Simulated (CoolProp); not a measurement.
Vapour-liquid equilibrium of R22 (1) + dimethyl ether (2) at 1.42 MPa; x and y are mole fractions of (1).

The numbers come from the multi-fluid Helmholtz-energy mixture model, Kamei 1995 and Wu 2011; pair parameters Bell 2016 in CoolProp.

Give the bubble temperature and the first vapour's composition at x = 0.65, 0.75, 0.95. Is there an azeotrope?

x = 0.65: 325.7 K, y = 0.759; x = 0.75: 321.4 K, y = 0.860; x = 0.95: 312.1 K, y = 0.984. y crosses x between x = 0.15 and 0.25: the model has an azeotrope there.

Pair parameters are fitted to limited data, so mixtures are less certain than the pure fluids.
